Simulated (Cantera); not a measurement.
A closed system holds: 1 mol SiHCl3, 30 mol NH3, 0.14 mol H2, held at 0.440 bar.

Equilibrium computed with Cantera from the NASA thermochemical tables; the gas is ideal and each condensed phase is pure. Candidate condensed phases: NH4Cl, Si, Si3N4; 28 gas species. Equilibrium is a limit: real reactors are often held back by kinetics, nucleation or transport.

Over these rows the condensed part is Si3N4(s). Partial pressures as log10 of bar:

| T (K) | 1000/T (1/K) | log p SiCl2 | log p H2 | log p N2 | log p HCl |
|---|---|---|---|---|---|
| 1200 | 0.8333 | -6.83 | -0.50 | -0.99 | -1.67 |
| 1275 | 0.7843 | -6.16 | -0.50 | -0.99 | -1.67 |
| 1350 | 0.7407 | -5.56 | -0.50 | -0.99 | -1.67 |
| 1425 | 0.7018 | -5.03 | -0.50 | -0.99 | -1.67 |
| 1500 | 0.6667 | ? | -0.50 | -0.99 | -1.67 |
| 1575 | 0.6349 | -4.13 | -0.50 | -0.99 | -1.67 |

Fit log p(SiCl2) = a + b·(1000/T) to the five rows, give the apparent enthalpy, and predict the row at 1500 K.

Means: 1000/T = 0.7390, log p = -5.542. Sxy = -0.315520, Sxx = 0.0231681, so b = -13.62 and a = -5.542 − (-13.62)×0.7390 = 4.52.
Apparent enthalpy: −19.145 × (-13.62) = 261 kJ/mol. With the condensed phases at unit activity, 1/3 Si3N4(s) + 2 HCl(g) = SiCl2(g) + H2(g) + 2/3 N2(g) links this pressure to the main gases: over the six rows their terms move log p by +0.00 in all, so the slope is close to that reaction's ΔH°. The five rows lie within 0.01 of the line.
Prediction at 1500 K: 4.52 + (-13.62)×0.6667 = -4.56. The computed value is -4.56, 0.00 from the line.
